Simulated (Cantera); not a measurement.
A closed system holds: 1 mol CH₃F, 0.61 mol F₂, 0.63 mol H₂, at 0.280 bar.

Method: chemical equilibrium by Gibbs-energy minimisation in Cantera with the NASA 1993 tables (ideal gas, pure condensed phases). Candidate condensed phases: C, C₆H₆, C₇H₈, C₈H₁₈; 95 gas species. Kinetics and transport are ignored. All values below are at 2625 °C.

Base state: HF 0.647, H₂ 0.235, H 0.105, C₂H₂ (acetylene) 0.0108, F 0.00147, C₂H 0.000707, C₃ 0.000361, C₄H₂ 0.000205 (mole fractions); condensed: C(graphite).

Task: What changes in the equilibrium state with this change: CH₃F replaced by CH₃Cl?

Result: 
```csv
species,before,after
HF,0.647,0.343
H₂,0.235,0.253
HCl,0,0.217
Cl,0,0.0639
C₂H₂ (acetylene),0.0108,0.0116
H,0.105,0.109
C₂HCl,0,0.000199
Cl₂,0,1.80e-5
CF,0.000137,6.98e-5
F,0.00147,0.000752
"C(graphite), mol",0.913,0.903
```
